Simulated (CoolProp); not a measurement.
A single-stage vapour-compression cycle with the fluid: evaporating at 266.15 K (dew point), condensing at 323.15 K (bubble point), superheat 5 K, subcooling 8 K, compressor efficiency 0.7, no pressure losses. The same conditions are run with several fluids, on thermodynamics alone (safety and materials aside).

The numbers come from the reference Helmholtz-energy equation of state of each fluid (R1336mzz(Z): McLinden 2020; R407C: Lemmon 2003; isobutane: Bücker 2006; ammonia: Gao 2020; R236FA: Pan 2012; trans-2-butene: Lemmon 2005) in CoolProp. Blends and air are pseudo-pure fits.

```
fluid           cooling COP  pressure ratio  discharge temperature (K)  refrigerating effect (kJ/kg)  volumetric capacity (kJ/m³)
--------------  -----------  --------------  -------------------------  ----------------------------  ---------------------------
R1336mzz(Z)            2.68            10.3                      331.6                           127                          164
R407C                  2.23            6.19                      366.6                           147                         2210
isobutane              2.65            5.63                      336.6                           251                          824
ammonia                2.65            6.20                      456.6                          1070                         2790
R236FA                 2.56            7.28                      330.5                           106                          594
trans-2-butene         2.77            6.49                      347.5                           307                          586
```
